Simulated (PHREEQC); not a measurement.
Solution (47 °C): 0.083 mol/kgw Ni(NO3)2. Closed to the air; pH follows from the charge balance.

All values are PHREEQC results (ion-association model, wateq4f.dat), not measurements.

```csv
quantity,before,after
pH,5.42,5.14
NiOH+ (mol/kgw),4.88e-6,9.21e-6
```

Q: What was changed between the two runs?
(A) diluted 10-fold with water
(B) 0.035 mol/kgw HNO3 added
(C) temperature from 47 to 70 °C
(D) Ni(NO3)2 from 0.083 to 0.0415 mol/kgw
(E) Ni(NO3)2 from 0.083 to 0.0913 mol/kgw

A: C, temperature from 47 to 70 °C

No solid was allowed to form. Constants without temperature data keep their 25 °C values here.
